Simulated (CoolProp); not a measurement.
Computed with CoolProp (reference Helmholtz-energy equation of state, Gao 2022).

Task: Give the vapour pressure (MPa), liquid density (kg/m³), vapour Z of saturated n-perfluoropentane at 75.75, 87.65, 95.65 °C.

Result: 
| T (°C) | p (MPa) | liquid density (kg/m³) | vapour Z |
|---|---|---|---|
| 75.75 | 0.427 | 1420 | 0.839 |
| 87.65 | 0.576 | 1360 | 0.799 |
| 95.65 | 0.697 | 1320 | 0.767 |
